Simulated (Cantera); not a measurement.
What does this Cantera script print?

```python
import numpy as np
import cantera as ct

gas_names = [...]  # 136 gases of nasa_gas.yaml made of C, H, N, O
cond_names = """
    C(gr) C6H6(L) C7H8(L) C8H18(L),n-octa H2O(s) H2O(L)
""".split()


# ... load() reads the species with a 1 bar reference pressure and builds the phases ...
atoms = {
    'CO': {'C': 1, 'O': 1},
    'NH3': {'N': 1, 'H': 3},
    'N2': {'N': 2},
    'H2': {'H': 2},
}
top_T = {'C(gr)': 4500}  # K; cautious upper limits of use, not melting points


# ... equilibrate(T, P, feed) seeds the gas with the atoms and calls Mixture.equilibrate('TP', solver="vcs", rtol=1e-11, max_steps=5000) ...
results = []
feed = {'CO': 1, 'NH3': 0.29, 'N2': 0.19, 'H2': 0.00031}  # mol
P = 200000  # Pa
for T in [923, 1023, 1123, 1223, 1323, 1423, 1523, 1623, 1723]:
    mix = equilibrate(T, P, feed)
    results.append((T, P, feed, dict(zip(mix.species_names, mix.species_moles))))

top = {s: max(r[3][s] / sum(r[3][g] for g in gas_names) for r in results) for s in gas_names}
cols = sorted((s for s in top if top[s] > 1e-06), key=lambda s: -top[s])[:5]
seen = [c for c in cond_names if any(r[3].get(c, 0) > 1e-12 for r in results)]
print("log10 of partial pressures in bar; condensed amounts in mol")
print(f"{'T/K':>10s}" + "".join(f"{s[:9]:>10s}" for s in cols + seen))
for T, P, feed, n in results:
    ng = sum(n[g] for g in gas_names)
    print(f"{T:10.4g}" + "".join(f"{np.log10(max(n[s] / ng * P / 1e5, 1e-99)):10.3f}" for s in cols)
          + "".join(f"{n.get(c, 0):10.4g}" for c in seen))
```

Output:

```
log10 of partial pressures in bar; condensed amounts in mol
       T/K        CO        N2        H2       CO2       H2O     C(gr)
       923    -0.416    -0.288    -0.422    -0.333    -0.649    0.4265
      1023    -0.107    -0.356    -0.350    -0.660    -1.019    0.2277
      1123     0.012    -0.400    -0.326    -1.195    -1.495   0.07517
      1223     0.043    -0.415    -0.317    -1.776    -1.971   0.02117
      1323     0.050    -0.420    -0.312    -2.303    -2.397  0.006385
      1423     0.052    -0.421    -0.311    -2.762    -2.769  0.001992
      1523     0.053    -0.422    -0.310    -3.160    -3.093 0.0003435
      1623     0.053    -0.422    -0.309    -3.362    -3.233         0
      1723     0.053    -0.422    -0.309    -3.443    -3.260         0
```

Method: chemical equilibrium by Gibbs-energy minimisation in Cantera with the NASA 1993 tables (ideal gas, pure condensed phases).
